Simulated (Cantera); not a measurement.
Input (Python, Cantera):

```python
import numpy as np
import cantera as ct

gas = ct.Solution("gri30.yaml")
gas.TPX = 2000, 1000000, {'CH4': 1, 'CO2': 0.93, 'H2': 0.16}
reactor = ct.IdealGasConstPressureReactor(gas, energy="off", clone=False)
net = ct.ReactorNet([reactor])
net.rtol, net.atol = 1e-08, 1e-18
show = ['CH4', 'CO2', 'H2', 'H2O', 'CO', 'C2H']
times = np.geomspace(3e-06, 60, 10)

steps = ct.SolutionArray(gas, extra=["t"])
rows = []
print(f"{'t/s':>10s}{'T/K':>9s}{'P/Pa':>11s}" + "".join(f"{s:>11s}" for s in show))
for t in times:
    while net.time < t:
        t_next = net.step()
        steps.append(gas.state, t=t_next)
    rows.append([np.interp(t, steps.t, y) for y in (steps.T, steps.P, *steps(*show).X.T)])
    print(f"{t:10.3e}{rows[-1][0]:9.1f}{rows[-1][1]:11.4g}" + "".join(f"{x:11.3e}" for x in rows[-1][2:]))
rate = np.gradient(steps.T, steps.t)
print("integrator steps:", len(steps.t))
if steps.T.max() > steps.T[0] + 200:
    print(f"time of steepest temperature rise: {steps.t[rate.argmax()]:.4e} s")
gas.TPX = 2000, 1000000, {'CH4': 1, 'CO2': 0.93, 'H2': 0.16}
gas.equilibrate("TP")
print(f"equilibrium (TP): T = {gas.T:.1f} K  " + "  ".join(f"{s} {gas[s].X[0]:.3e}" for s in show))
```

Output:

```
       t/s      T/K       P/Pa        CH4        CO2         H2        H2O         CO        C2H
 3.000e-06   2000.0      1e+06  4.527e-01  4.401e-01  9.068e-02  1.092e-03  1.303e-03  6.172e-09
 1.942e-05   2000.0      1e+06  3.140e-01  3.878e-01  2.031e-01  1.476e-02  1.803e-02  5.809e-07
 1.258e-04   2000.0      1e+06  1.145e-01  2.219e-01  3.158e-01  1.066e-01  1.202e-01  1.855e-06
 8.143e-04   2000.0      1e+06  2.666e-02  4.912e-02  3.027e-01  2.054e-01  2.903e-01  2.214e-06
 5.273e-03   2000.0      1e+06  1.681e-02  2.203e-02  4.078e-01  1.069e-01  3.800e-01  9.833e-07
 3.414e-02   2000.0      1e+06  8.627e-03  5.354e-03  4.933e-01  2.715e-02  4.441e-01  2.796e-07
 2.210e-01   2000.0      1e+06  4.910e-03  3.766e-04  5.215e-01  1.939e-03  4.634e-01  9.628e-08
 1.431e+00   2000.0      1e+06  4.565e-03  1.352e-05  5.237e-01  6.977e-05  4.648e-01  8.361e-08
 9.267e+00   2000.0      1e+06  4.565e-03  1.352e-05  5.237e-01  6.974e-05  4.648e-01  8.361e-08
 6.000e+01   2000.0      1e+06  4.565e-03  1.352e-05  5.237e-01  6.974e-05  4.648e-01  8.361e-08
integrator steps: 1959
equilibrium (TP): T = 2000.0 K  CH4 4.566e-03  CO2 1.386e-05  H2 5.237e-01  H2O 7.148e-05  CO 4.648e-01  C2H 8.362e-08
```

Computed with Cantera and GRI-Mech 3.0 (53 species, 325 reactions).
